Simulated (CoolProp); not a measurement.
n-perfluorohexane along the isobar 2.6 MPa: density (kg/m³) from the reference equation and from simpler models built on Tc = 448.0 K, pc = 1.742 MPa, ω = 0.497; each cubic takes its own stable root.

The numbers come from the reference Helmholtz-energy equation of state, Gao 2022 in CoolProp.

| T (K) | phase | reference |
|---|---|---|
| 198.2 | liquid | 1961 |
| 216.2 | liquid | 1911 |
| 234.2 | liquid | 1862 |
| 252.2 | liquid | 1813 |
| 270.1 | liquid | 1765 |
| 288.1 | liquid | 1715 |
| 306.1 | liquid | 1665 |
| 324.1 | liquid | 1613 |
| 342.1 | liquid | 1558 |
| 360.1 | liquid | 1500 |
| 378.1 | liquid | 1436 |
| 396 | liquid | 1364 |
| 414 | liquid | 1281 |
| 432 | liquid | 1176 |
| 450 | supercritical | 1027 |

Q: How far does each simpler model (Redlich-Kwong, Peng-Robinson) lie from the reference over these 15 states: mean and median of the absolute difference, and the worst?

A: 
- Redlich-Kwong: mean 19.1 %, median 18.4 %, worst -22.1 % at 432 K and 2.6 MPa
- Peng-Robinson: mean 4.3 %, median 3.2 %, worst -13.5 % at 450 K and 2.6 MPa
